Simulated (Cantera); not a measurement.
A closed system holds: 1 mol SiO2, 2.5 mol C, 1.6 mol CO, held at 2373.15 K and 750 Torr.

Method: chemical equilibrium by Gibbs-energy minimisation in Cantera with the NASA 1993 tables (ideal gas, pure condensed phases). Candidate condensed phases: C, Si, SiC, SiO2; 20 gas species. The numbers say what is thermodynamically allowed, not how fast it happens.

Base state: CO 0.930, SiO 0.0691, Si 0.000600, Si2C 6.07e-5, SiC2 2.74e-5 (mole fractions); condensed: SiC(s).

Q: What changes in the equilibrium state with this change: SiO2 replaced by PbO?

A: 
```
species             before     after
----------------  --------  --------
CO                   0.930     0.722
Pb                       0     0.277
Pb2                      0  0.000200
SiO                 0.0691         0
Si                0.000600         0
Si2C               6.07e-5         0
SiC2               2.74e-5         0
SiC(s), mol          0.748         0
C(graphite), mol         0      1.50
```
Further candidate phases: Pb, PbO, PbO2, Pb3O4.
